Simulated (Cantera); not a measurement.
## MgO + CH4 + H2 (carbothermic reduction)

Charge: 1 mol MgO, 0.32 mol CH4, 0.1 mol H2, equilibrated at 0.000310 bar.

Method: chemical equilibrium by Gibbs-energy minimisation in Cantera with the NASA 1993 tables (ideal gas, pure condensed phases). Candidate condensed phases: C, C6H6, C7H8, C8H18, H2O, Mg, MgCO3, MgO, Mg(OH)2; 116 gas species. The tables' values for MgH are old estimates; treat these amounts as uncertain. Equilibrium is a limit: real reactors are often held back by kinetics, nucleation or transport.

From 927 °C to 1077 °C the condensed part is C(graphite) + MgO(s). From 1127 °C to 1377 °C the condensed part is MgO(s). The main Mg-bearing gas is Mg throughout.

```json
[
 {"T (°C)": "927", "x H2": "0.990", "x CO": "0.00481", "x Mg": "0.00481", "x H": "1.12e-5", "n C(graphite)": "0.316", "n MgO(s)": "0.996"},
 {"T (°C)": "977", "x H2": "0.966", "x CO": "0.0168", "x Mg": "0.0168", "x H": "2.70e-5", "n C(graphite)": "0.307", "n MgO(s)": "0.987"},
 {"T (°C)": "1027", "x H2": "0.893", "x CO": "0.0534", "x Mg": "0.0534", "x H": "5.94e-5", "n C(graphite)": "0.276", "n MgO(s)": "0.956"},
 {"T (°C)": "1077", "x H2": "0.689", "x CO": "0.155", "x Mg": "0.155", "x H": "0.000112", "n C(graphite)": "0.153", "n MgO(s)": "0.833"},
 {"T (°C)": "1127", "x H2": "0.536", "x CO": "0.232", "x Mg": "0.232", "x H": "0.000202", "n C(graphite)": "0", "n MgO(s)": "0.680"},
 {"T (°C)": "1177", "x H2": "0.536", "x CO": "0.232", "x Mg": "0.232", "x H": "0.000393", "n C(graphite)": "0", "n MgO(s)": "0.680"},
 {"T (°C)": "1227", "x H2": "0.536", "x CO": "0.232", "x Mg": "0.232", "x H": "0.000732", "n C(graphite)": "0", "n MgO(s)": "0.680"},
 {"T (°C)": "1277", "x H2": "0.535", "x CO": "0.232", "x Mg": "0.232", "x H": "0.00131", "n C(graphite)": "0", "n MgO(s)": "0.680"},
 {"T (°C)": "1327", "x H2": "0.534", "x CO": "0.232", "x Mg": "0.232", "x H": "0.00226", "n C(graphite)": "0", "n MgO(s)": "0.680"},
 {"T (°C)": "1377", "x H2": "0.533", "x CO": "0.231", "x Mg": "0.232", "x H": "0.00377", "n C(graphite)": "0", "n MgO(s)": "0.680"}
]
```
x: gas mole fraction; n: condensed amount in mol.
